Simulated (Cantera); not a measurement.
Charge: 1 mol B₂H₆, a varied amount of O₂, 0.12 mol N₂, at 2148.15 K and 0.100 bar.

Equilibrium computed with Cantera from the NASA thermochemical tables; the gas is ideal and each condensed phase is pure. Candidate condensed phases: B, BN, B₂O₃, B₃O₃H₃, H₂O; 39 gas species. The feed counts by its element totals alone. Mutual solubility and eutectic melting of coexisting phases are not modelled. Gases not in the tables: B₂H₆ and higher boranes. Equilibrium is a limit: real reactors are often held back by kinetics, nucleation or transport.

What share of the B ends up in condensed phases as a function of n(O₂) (mol), at 0.14, 0.23, 0.4, 0.68, 1.2, 2, 3.4, 5.8, 9.9?


| n(O₂) (mol) | B condensed (%) | as |
|---|---|---|
| 0.14 | 85.9 | B(s) + BN(s) |
| 0.23 | 76.9 | B(s) + BN(s) |
| 0.4 | 60.2 | B(s) + BN(s) |
| 0.68 | 32.9 | B(s) + BN(s) |
| 1.2 | 0.0 | - |
| 2 | 0.0 | - |
| 3.4 | 0.0 | - |
| 5.8 | 0.0 | - |
| 9.9 | 0.0 | - |
